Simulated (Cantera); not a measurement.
Source: NASA polynomial tables (part measured, part estimated), evaluated in Cantera. Values are per mole of reaction as written; species without (g) are pure solids or liquids, kept so even where they would boil at 1 bar.

2 O(g) ⇌ O₂(g)

```tsv
T (K)	ΔH° (kJ)	ΔS° (J/K)	ΔG° (kJ)	log10 K
300	-498.4	-117.1	-463.3	80.66
1950	…	…	…	…
2100	-511.0	-133.9	-229.7	5.71
2250	-511.5	-134.2	-209.6	4.87
2400	…	…	…	…
2550	…	…	…	…
2700	…	…	…	…
```

Question: What belongs in the gaps?

Answer: 
- 1950, ΔH° (kJ): -510.4
- 1950, ΔS° (J/K): -133.7
- 1950, ΔG° (kJ): -249.8
- 1950, log10 K: 6.69
- 2400, ΔH° (kJ): -511.9
- 2400, ΔS° (J/K): -134.4
- 2400, ΔG° (kJ): -189.5
- 2400, log10 K: 4.12
- 2550, ΔH° (kJ): -512.4
- 2550, ΔS° (J/K): -134.5
- 2550, ΔG° (kJ): -169.3
- 2550, log10 K: 3.47
- 2700, ΔH° (kJ): -512.7
- 2700, ΔS° (J/K): -134.7
- 2700, ΔG° (kJ): -149.1
- 2700, log10 K: 2.88
